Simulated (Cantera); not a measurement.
Mixture: CH4 : C2H6 : C3H8 : O2 : N2 : H2 = 1 : 0.26 : 0.26 : 4.95 : 18.6 : 0.27 (molar parts), at 9.87 atm, adiabatic and at constant pressure. Ignition delay is the time to a rise of 400 K.

Cantera simulation using GRI-Mech 3.0 (53 species, 325 reactions); the numbers are that mechanism's predictions, not measurements. GRI-Mech 3.0 was tuned for natural gas; its chemistry of propane as a main component is partial and can be far from experiment.

Q: Predict: delay at 1200 K; delay at 1400 K; delay at 1600 K; delay at 1800 K; delay at 2000 K; apparent activation energy between 1900 and 2100 K.

A: 
```json
{
  "delay at 1200 K": "0.453 ms",
  "delay at 1400 K": "47.4 µs",
  "delay at 1600 K": "9.22 µs",
  "delay at 1800 K": "2.85 µs",
  "delay at 2000 K": "1.25 µs",
  "apparent activation energy between 1900 and 2100 K": "110 kJ/mol"
}
```
